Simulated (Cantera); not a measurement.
Cantera run:

```python
import numpy as np
import cantera as ct

gas_names = """
    F F2 H HF H2 H2F2 H3F3 H4F4 H5F5 H6F6 H7F7 N NF NF2 NF3 NH NH2 NH3 N2 N2H2 N2H4 Si SiF SiF2 SiF3
    SiF4 SiH SiHF3 SiH2 SiH2F2 SiH3 SiH3F SiH4 SiN Si2 Si2N Si3
""".split()
cond_names = """
    Si(cr) Si(L) Si3N4(a)
""".split()


# ... load() reads the species with a 1 bar reference pressure and builds the phases ...
atoms = {
    'Si': {'Si': 1},
    'HF': {'H': 1, 'F': 1},
    'N2': {'N': 2},
}
top_T = {'Si3N4(a)': 2400}  # K; cautious upper limits of use, not melting points


# ... equilibrate(T, P, feed) seeds the gas with the atoms and calls Mixture.equilibrate('TP', solver="vcs", rtol=1e-11, max_steps=5000) ...
results = []
feed = {'Si': 1, 'HF': 11, 'N2': 5.7}  # mol
T = 1000  # K
P = 2700  # Pa
mix = equilibrate(T, P, feed)
results.append((T, P, feed, dict(zip(mix.species_names, mix.species_moles))))
print(gas.report(threshold=0.0001))
for i in range(1, mix.n_phases):
    print(f"{mix.phase(i).name:16s} {mix.phase_moles(i):12.5e} mol")
```

Result:

```
       temperature   1000 K
          pressure   2700 Pa
           density   0.0084356 kg/m^3
  mean mol. weight   25.977 kg/kmol
   phase of matter   gas

                          1 kg             1 kmol
                     ---------------   ---------------
          enthalpy       -7.7215e+06       -2.0058e+08  J
   internal energy       -8.0416e+06        -2.089e+08  J
           entropy             10087        2.6204e+05  J/K
    Gibbs function       -1.7809e+07       -4.6262e+08  J
 heat capacity c_p            1373.3             35674  J/K
 heat capacity c_v            1053.2             27360  J/K

                      mass frac. Y      mole frac. X     chem. pot. / RT
                     ---------------   ---------------   ---------------
                HF           0.34339           0.44586           -59.887
                H2         0.0098863           0.12739           -23.178
                N2           0.39153           0.36306           -29.487
              SiF4            0.2552          0.063694           -239.91
     [  +33 minor]        7.5188e-07        6.9032e-07

Si(cr)            0.00000e+00 mol
Si3N4(a)          0.00000e+00 mol
```

Equilibrium computed with Cantera from the NASA thermochemical tables; the gas is ideal and each condensed phase is pure.
